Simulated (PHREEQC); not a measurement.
**Leach liquor (model solution)**

Dissolve 4.3 mmol/kgw H2SO4, 0.41 mmol/kgw FeSO4 and 0.049 mmol/kgw MgSO4 at 25 °C and 300 atm. Closed to the air; pH follows from the charge balance.

Computed with PHREEQC (Pitzer model, pitzer.dat).

Each row changes one thing in this solution. This is a speciation only: nothing precipitates in the calculation.

| case | pH | ionic strength (mol/kgw) | SO4-2 (mol/kgw) | HSO4- (mol/kgw) | SI of Epsomite (MgSO4:7H2O) | SI of Hexahydrite (MgSO4:6H2O) |
|---|---|---|---|---|---|---|
| as made | 2.18 | 0.0124 | 0.00357 | 0.00119 | -5.48 | -5.78 |
| 0.0054 mol/kgw NaCl added | 2.19 | 0.0179 | 0.00364 | 0.00112 | -5.54 | -5.83 |
| temperature from 25 to 65 °C | ? | 0.0102 | 0.00247 | 0.00229 | -5.86 | -5.82 |
| temperature from 25 to 50 °C | 2.22 | 0.0111 | 0.00293 | 0.00183 | -5.72 | -5.79 |
| temperature from 25 to 10 °C | ? | 0.0129 | 0.00386 | 0.000894 | -5.33 | -5.79 |
| 0.00014 mol/kgw Na2CO3 added | ? | 0.0124 | 0.00360 | 0.00116 | -5.48 | -5.78 |
| MgSO4 from 4.9e-05 to 4.9e-06 mol/kgw | 2.18 | 0.0122 | 0.00353 | 0.00118 | ? | -6.78 |
| FeSO4 from 0.00041 to 4.1e-05 mol/kgw | 2.18 | 0.0110 | 0.00326 | 0.00113 | -5.50 | -5.79 |

**Question.** Some entries are withheld; supply them.

**Answer.** 
- temperature from 25 to 65 °C, pH: 2.25
- temperature from 25 to 10 °C, pH: 2.17
- 0.00014 mol/kgw Na2CO3 added, pH: 2.20
- MgSO4 from 4.9e-05 to 4.9e-06 mol/kgw, SI of Epsomite (MgSO4:7H2O): -6.49

Under pressure, the constants of complexes without a molar volume in the database are unreliable. Constants without temperature data keep their 25 °C values here.
